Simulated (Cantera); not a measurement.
Input: 1 mol TiO₂, 0.013 mol Cl₂, 0.029 mol O₂, at 950 °C and 338 Torr.

Method: chemical equilibrium by Gibbs-energy minimisation in Cantera with the NASA 1993 tables (ideal gas, pure condensed phases). Candidate condensed phases: Ti, TiCl₂, TiCl₃, TiCl₄, TiO, TiO₂, Ti₂O₃, Ti₃O₅, Ti₄O₇; 15 gas species. The numbers say what is thermodynamically allowed, not how fast it happens.

Base state: O₂ 0.689, Cl₂ 0.306, Cl 0.00493, ClO 0.000103 (mole fractions); condensed: TiO₂(rutile).

### Question
What changes in the equilibrium state with this change: temperature from 950 °C to 627 °C?

### Answer
```
species              before    after
-----------------  --------  -------
O₂                    0.689    0.690
Cl₂                   0.306    0.309
Cl                  0.00493  6.13e-5
ClO                0.000103  2.87e-6
TiO₂(rutile), mol      1.00     1.00
```
Condensed phases not in the tables: TiOCl.
